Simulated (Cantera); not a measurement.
Input: 1 mol Si, 0.83 mol Cl2, 1.9 mol H2, at 1.00 bar.

Equilibrium computed with Cantera from the NASA thermochemical tables; the gas is ideal and each condensed phase is pure. Candidate condensed phases: Si; 19 gas species. The tables' values for SiCl3 are old estimates; treat these amounts as uncertain. The numbers say what is thermodynamically allowed, not how fast it happens.

x: gas mole fraction; n: condensed amount in mol.

```
T (°C)   x H2  x SiCl4  x SiHCl3     x HCl  x SiH2Cl2   x SiCl3   x SiCl2  n Si(s)
------  -----  -------  --------  --------  ---------  --------  --------  -------
400     0.798    0.128    0.0718  0.000179    0.00249   2.64e-6   2.55e-8    0.541
450     0.798    0.128    0.0704  0.000435    0.00267   9.77e-6   1.86e-7    0.542
500     0.798    0.129    0.0690         ?    0.00283   3.04e-5         ?    0.543
550     0.798    0.130    0.0677         ?    0.00297   8.24e-5         ?    0.544
600     0.797    0.130    0.0663   0.00335    0.00309  0.000198   1.78e-5    0.545
650     0.796    0.130    0.0650   0.00567    0.00318  0.000433   5.81e-5    0.547
700     0.793    0.130    0.0636   0.00909    0.00326  0.000869  0.000167    0.549
750     0.790    0.129    0.0620    0.0139    0.00332   0.00162  0.000432    0.552
```

Some entries are withheld; supply them.


- 550, x HCl: 0.00185
- 550, x SiCl2: 4.70e-6
- 500, x HCl: 0.000940
- 500, x SiCl2: 1.04e-6
